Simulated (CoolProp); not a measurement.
The numbers come from the reference Helmholtz-energy equation of state, Zhou 2012 in CoolProp.

Give the vapour pressure (MPa), liquid density (kg/m³), vapour Z, vapour viscosity (µPa s) of saturated m-xylene at 415, 433.2, 451.5 K.


```tsv
T (K)	p (MPa)	liquid density (kg/m³)	vapour Z	vapour viscosity (µPa s)
415	0.109	753	0.954	8.91
433.2	0.172	734	0.937	9.30
451.5	0.262	714	0.916	9.71
```

Viscosity comes from a separate model (Cao 2016).
